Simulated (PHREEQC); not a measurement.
A solution holds 0.0099 mol H2SO4, 0.084 mol ZnSO4 and 0.0086 mol CuCl2 per kg of water, at 20 °C. Closed to the air; pH follows from the charge balance.

Computed with PHREEQC (ion-association model, wateq4f.dat).

### Question
The ionic strength comes out as 0.201 mol/kgw. What activity coefficients do Cl-, Cu+2, H+, HSO4-, Zn(SO4)2-2 get?

### Answer
Cl- 0.71, Cu+2 0.33, H+ 0.80, HSO4- 0.73, Zn(SO4)2-2 0.31.

Precipitation was switched off in this run.
